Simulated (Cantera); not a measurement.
A closed system holds: 1 mol CH3SiCl3, 0.17 mol C3H8, 9 mol H2, equilibrated at 860 Pa.

Method: chemical equilibrium by Gibbs-energy minimisation in Cantera with the NASA 1993 tables (ideal gas, pure condensed phases). Candidate condensed phases: C, C6H6, C7H8, C8H18, Si, SiC; 109 gas species. The feed counts by its element totals alone. The numbers say what is thermodynamically allowed, not how fast it happens.

Over these rows the condensed part is C(graphite) + SiC(s). Partial pressures as log10 of bar:

```csv
T (K),1000/T (1/K),log p SiCl4,log p H2,log p HCl
1373,0.7283,-6.10,-2.18,-2.70
1448,0.6906,-6.51,-2.18,-2.70
1523,0.6566,-6.88,-2.18,-2.70
1598,0.6258,?,-2.18,-2.70
1673,0.5977,-7.53,-2.18,-2.71
1748,0.5721,-7.81,-2.18,-2.71
```

Q: Fit log p(SiCl4) = a + b·(1000/T) to the five rows, give the apparent enthalpy, and predict the row at 1598 K.

A: Means: 1000/T = 0.6491, log p = -6.966. Sxy = 0.182134, Sxx = 0.0166221, so b = 10.96 and a = -6.966 − (10.96)×0.6491 = -14.08.
Apparent enthalpy: −19.145 × (10.96) = -210 kJ/mol. With the condensed phases at unit activity, SiC(s) + 4 HCl(g) = SiCl4(g) + C(graphite) + 2 H2(g) links this pressure to the main gases: over the six rows their terms move log p by -0.04 in all, so the slope is close to that reaction's ΔH°. The five rows lie within 0.01 of the line.
Prediction at 1598 K: -14.08 + (10.96)×0.6258 = -7.22. The computed value is -7.21, 0.01 from the line.
